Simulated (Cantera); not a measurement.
Input: 1 mol SiF4, 50 mol N2, held at 1.33 mbar.

Cantera equilibrium calculation (NASA polynomials, part measured and part estimated; ideal gas, pure solids and liquids). Candidate condensed phases: Si, Si3N4; 16 gas species. The tables' values for SiF3 are old estimates; treat these amounts as uncertain. Equilibrium is a limit: real reactors are often held back by kinetics, nucleation or transport. All values below are at 1950 K.

Base state: N2 0.980, SiF4 0.0192, F 0.000420, SiF3 0.000415 (mole fractions); condensed: gas only.

**Question.** What changes in the equilibrium state with this change: SiF4 replaced by SiH4?

**Answer.** 
```
species    before     after
-------  --------  --------
N2          0.980     0.941
H2              0    0.0347
Si          <1e-9    0.0176
SiF4       0.0192         0
H               0   0.00585
F        0.000420         0
SiF3     0.000415         0
Si2N        <1e-9  0.000250
SiN         <1e-9  0.000184
```
The tables' values for SiN are old estimates; treat these amounts as uncertain.

**Question.** What changes in the equilibrium state with this change: SiF4 replaced by SiHCl3?

**Answer.** 
```csv
species,before,after
N2,0.980,0.956
SiCl2,0,0.0174
HCl,0,0.0141
SiF4,0.0192,0
Cl,0,0.00775
H2,0,0.00183
H,0,0.00134
```
The tables' values for SiCl, SiCl3, SiN are old estimates; treat these amounts as uncertain. Further candidate phases: NH4Cl.
